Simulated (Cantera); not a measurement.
# Adiabatic ignition

An adiabatic, constant-volume homogeneous reactor starts with CO : H2 : CH4 : O2 : N2 = 1 : 0.046 : 0.081 : 1.32 : 9.62 (molar parts), equivalence ratio 0.52, at 1273 K and 4880 Torr.

Cantera simulation using GRI-Mech 3.0 (53 species, 325 reactions); the numbers are that mechanism's predictions, not measurements.

| t (s) | T (K) | P (bar) | x CO | x H2 | x CH4 | x C2H6 | x H2O2 | x N2O | x C2H2 |
|---|---|---|---|---|---|---|---|---|---|
| 5.00e-6 | 1273 | 6.50 | 0.0829 | 0.00381 | 0.00671 | 2.42e-12 | 4.06e-11 | <1e-12 | <1e-12 |
| 1.52e-5 | 1273 | 6.50 | 0.0829 | 0.00381 | 0.00671 | 3.27e-10 | 6.41e-10 | 6.49e-12 | <1e-12 |
| 4.59e-5 | 1273 | 6.50 | 0.0829 | 0.00381 | 0.00671 | 9.52e-8 | 1.48e-8 | 8.22e-11 | <1e-12 |
| 0.000139 | 1374 | 7.01 | 0.0810 | 0.00366 | 0.00341 | 4.18e-5 | 1.84e-5 | 4.46e-8 | 6.70e-7 |
| 0.000422 | 2278 | 11.1 | 0.00139 | 4.53e-5 | <1e-12 | <1e-12 | 5.89e-8 | 1.59e-6 | <1e-12 |
| 0.00128 | 2280 | 11.1 | 0.00121 | 4.12e-5 | <1e-12 | <1e-12 | 5.72e-8 | 1.46e-6 | <1e-12 |
| 0.00387 | 2278 | 11.1 | 0.00120 | 4.10e-5 | <1e-12 | <1e-12 | 5.68e-8 | 1.45e-6 | <1e-12 |
| 0.0117 | 2274 | 11.1 | 0.00118 | 4.04e-5 | <1e-12 | <1e-12 | 5.59e-8 | 1.43e-6 | <1e-12 |
| 0.0356 | 2267 | 11.1 | 0.00115 | 3.93e-5 | <1e-12 | <1e-12 | 5.41e-8 | 1.41e-6 | <1e-12 |
| 0.108 | 2261 | 11.1 | 0.00112 | 3.85e-5 | <1e-12 | <1e-12 | 5.27e-8 | 1.39e-6 | <1e-12 |
| 0.327 | 2260 | 11.1 | 0.00111 | 3.84e-5 | <1e-12 | <1e-12 | 5.26e-8 | 1.39e-6 | <1e-12 |
| 0.990 | 2260 | 11.1 | 0.00111 | 3.84e-5 | <1e-12 | <1e-12 | 5.26e-8 | 1.39e-6 | <1e-12 |
| 3.00 | 2260 | 11.1 | 0.00111 | 3.84e-5 | <1e-12 | <1e-12 | 5.26e-8 | 1.39e-6 | <1e-12 |
x: mole fraction; the columns are a selection and need not sum to one.

```
Item                                                                 Value
---------------------------------  ---------------------------------------
time of steepest temperature rise                                 0.169 ms
temperature at 3.00 s                                               2260 K
equilibrium temperature                                             2260 K
x(CO) at 3.00 s                    0.00111 (gas-phase equilibrium 0.00111)
x(H2) at 3.00 s                    3.84e-5 (gas-phase equilibrium 3.84e-5)
x(CH4) at 3.00 s                     <1e-12 (gas-phase equilibrium <1e-12)
```
